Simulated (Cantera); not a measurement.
Input (Python, Cantera):

```python
import numpy as np
import cantera as ct

gas = ct.Solution("gri30.yaml")


def delay(T, t_max=10):
    gas.TPX = T, 1000000, {'CH4': 1, 'O2': 1.82, 'N2': 6.84, 'H2O': 0.73}
    reactor = ct.IdealGasReactor(gas, clone=False)
    net = ct.ReactorNet([reactor])
    net.rtol, net.atol = 1e-8, 1e-16
    while net.time < t_max:
        t_old, T_old = net.time, reactor.T
        net.step()
        if reactor.T > T + 400:  # ignition: a rise of 400 K
            return t_old + (T + 400 - T_old) / (reactor.T - T_old) * (net.time - t_old)
    return np.nan


taus = []
for T in [1275, 1325, 1375, 1425, 1475, 1525, 1575]:
    taus.append(delay(T))
    print(f"T0 = {T:6g} K   tau = {taus[-1]:.4e} s")
```

It prints:

```
T0 =   1275 K   tau = 2.0491e-03 s
T0 =   1325 K   tau = 1.1940e-03 s
T0 =   1375 K   tau = 7.1034e-04 s
T0 =   1425 K   tau = 4.2978e-04 s
T0 =   1475 K   tau = 2.6373e-04 s
T0 =   1525 K   tau = 1.6392e-04 s
T0 =   1575 K   tau = 1.0323e-04 s
```

Detailed kinetics in Cantera: GRI-Mech 3.0 (53 species, 325 reactions).
